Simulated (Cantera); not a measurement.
An adiabatic, constant-pressure homogeneous reactor starts with CH4 : O2 : N2 : H2O = 1 : 2.5 : 9.4 : 1.1 (molar parts), equivalence ratio 0.80, at 1750 K and 1.01 bar.

Computed with Cantera and GRI-Mech 3.0 (53 species, 325 reactions).

One state of this run: T (K) = 2687; x CH4 = <1e-12; x O2 = 0.0387; x CO2 = 0.0471; x CH2O = 1.18e-10; x C2H4 = <1e-12; x CH2 = <1e-12. x: mole fraction; the columns are a selection and need not sum to one.

Task: Which value of t (s) does it belong to?
A) 1.96e-5
B) 0.600
C) 0.000128
D) 3.00e-6

Result: B, 0.600
